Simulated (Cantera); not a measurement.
A freely propagating, adiabatic, planar premixed flame of 2.81 % CH4, 1.12 % C2H6, 1.91 % C3H8, 19.8 % O2, 74.4 % N2, unburnt at 425 K and 4.34 atm; mixture-averaged transport, grid criteria slope 0.08 and curve 0.16, no radiation.

Model: GRI-Mech 3.0 (53 species, 325 reactions), integrated in Cantera. GRI-Mech 3.0 was tuned for natural gas; its chemistry of propane as a main component is partial and can be far from experiment. Burning velocities carry a grid error of a few per cent, more on coarse grids.

x: mole fraction of selected species; z is measured from the peak of heat release.

```
z (mm)   T (K)  u (m/s)     x CH4    x C2H6    x C3H8   x NO    x N2O    x HCN
-------  -----  -------  --------  --------  --------  -----  -------  -------
-0.322     425    0.497    0.0280    0.0112    0.0191  <1e-8    <1e-8    <1e-8
-0.215     428    0.501    0.0280    0.0112    0.0191  <1e-8    <1e-8    <1e-8
-0.161     437    0.513    0.0277    0.0112    0.0190  <1e-8    <1e-8    <1e-8
-0.107     501    0.592    0.0265    0.0109    0.0188      …    <1e-8  4.84e-8
-0.0537    915     1.10    0.0197   0.00801    0.0140      …  4.57e-8  5.58e-7
-0.0268   1349     1.66    0.0123   0.00372   0.00525      …  1.18e-7  1.35e-6
0         1769     2.20   0.00355  0.000217  0.000114      …  2.47e-7  2.58e-6
0.0268    1954     2.42  0.000248   3.81e-7   2.55e-8      …  4.04e-7  2.12e-6
0.0537    2030     2.50   8.49e-6     <1e-8     <1e-8      …  4.95e-7  7.60e-7
0.107     2118     2.59   1.58e-8     <1e-8     <1e-8      …  5.30e-7  8.07e-8
0.215     2204     2.68     <1e-8     <1e-8     <1e-8      …  5.28e-7    <1e-8
0.429     2272     2.75     <1e-8     <1e-8     <1e-8      …  4.90e-7    <1e-8
0.859     2313     2.79     <1e-8     <1e-8     <1e-8      …  4.22e-7    <1e-8
```

Problem. Complete the blanks.

Solution. 
- -0.107, x NO: 9.94e-8
- -0.0537, x NO: 2.22e-6
- -0.0268, x NO: 6.63e-6
- 0, x NO: 1.33e-5
- 0.0268, x NO: 2.19e-5
- 0.0537, x NO: 2.83e-5
- 0.107, x NO: 3.62e-5
- 0.215, x NO: 4.72e-5
- 0.429, x NO: 6.30e-5
- 0.859, x NO: 8.55e-5
